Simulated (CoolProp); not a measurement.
Vapour-liquid equilibrium of m-xylene (1) + n-nonane (2) at 0.00394 MPa; x and y are mole fractions of (1).

Values from CoolProp's multi-fluid Helmholtz-energy mixture model, Zhou 2012 and Lemmon 2006; pair parameters Bell 2016.

Q: Give the bubble temperature and the first vapour's composition at x = 0.05, 0.2, 0.35. Is there an azeotrope?

A: x = 0.05: 58.3 °C, y = 0.115; x = 0.2: 54.9 °C, y = 0.358; x = 0.35: 52.7 °C, y = 0.516. No azeotrope shows between x = 0.05 and 0.95.

Pair parameters are fitted to limited data, so mixtures are less certain than the pure fluids.
